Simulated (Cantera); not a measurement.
Input: 1 mol SO2, 0.12 mol O2, equilibrated at 140 bar.

Method: chemical equilibrium by Gibbs-energy minimisation in Cantera with the NASA 1993 tables (ideal gas, pure condensed phases). Candidate condensed phases: S; 10 gas species. The ideal-gas law is rough above about 30 bar. Kinetics and transport are ignored. All values below are at 750 °C.

Base state: SO2 0.760, SO3 0.239, O2 0.000367 (mole fractions); condensed: gas only.

What changes in the equilibrium state with this change: pressure from 140 bar to 1.40 mbar?


| species | before | after |
|---|---|---|
| SO2 | 0.760 | 0.885 |
| O2 | 0.000367 | 0.101 |
| SO3 | 0.239 | 0.0146 |
